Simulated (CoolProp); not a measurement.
Saturation properties of propylene glycol (Tc = 400.8 °C, pc = 7.292 MPa, ω = 0.327).

Model: reference Helmholtz-energy equation of state, Eisenbach 2021, in CoolProp.

```
T (°C)  p (MPa)  liquid density (kg/m³)  vapour density (kg/m³)  enthalpy of vaporisation (kJ/kg)  liquid cp (kJ/(kg K))
------  -------  ----------------------  ----------------------  --------------------------------  ---------------------
265.35   0.7303                   803.5                   13.58                             605.3                  3.826
277.05   0.9310                   787.6                       ?                             587.8                  3.908
288.75    1.174                   770.9                   21.77                             569.1                  3.998
300.45    1.464                   753.2                   27.27                             548.7                  4.099
312.15    1.809                   734.2                   34.00                             526.5                  4.215
323.95    2.221                       ?                   42.34                             501.7                      ?
335.65    2.701                   691.3                   52.58                             474.1                  4.533
```

Task: Complete the blanks.

Result: 
- 277.05, vapour density (kg/m³): 17.26
- 323.95, liquid density (kg/m³): 713.6
- 323.95, liquid cp (kJ/(kg K)): 4.356

It boils at 188.1 °C under 1 atm.
